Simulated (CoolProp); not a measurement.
Model: reference Helmholtz-energy equation of state, Lemmon 2006, in CoolProp. It is a short technical equation, of lower accuracy than the large ones.

Q: For nitrous oxide, give the phase and the density (kg/m³), cp (kJ/(kg K)), cv (kJ/(kg K)), speed of sound (m/s) at 330.5 K and 9.31 MPa.

A: 
- 330.5 K and 9.31 MPa: supercritical; density 309, cp 4.16, cv 0.978, speed of sound 216
